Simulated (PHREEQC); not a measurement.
Dissolve 69 mmol/kgw CuSO4, 5.4 mmol/kgw HCl and 4.3 mmol/kgw KCl at 25 °C. Closed to the air; pH follows from the charge balance.

Model: ion-association model, wateq4f.dat, run in PHREEQC.

| quantity | before | after |
|---|---|---|
| pH | 2.70 | 2.60 |
| ionic strength (mol/kgw) | 0.158 | 0.283 |
| Cu+2 (mol/kgw) | 0.0385 | 0.0504 |
| SO4-2 (mol/kgw) | 0.0356 | 0.0252 |
| CuSO4 (mol/kgw) | 0.0302 | 0.0184 |
| Cl- (mol/kgw) | 0.00936 | 0.00531 |
| SI of Chalcanthite (CuSO4:5H2O) | -1.18 | -1.39 |
| SI of Tenorite (CuO) | -4.09 | -4.24 |

Question: What was changed between the two runs?
A) 0.055 mol/kgw Cd(NO3)2 added
B) HCl from 0.0054 to 0.027 mol/kgw
C) temperature from 25 to 60 °C
D) temperature from 25 to 35 °C
E) diluted 5-fold with water

Answer: A, 0.055 mol/kgw Cd(NO3)2 added

This is a speciation only: nothing precipitates in the calculation.
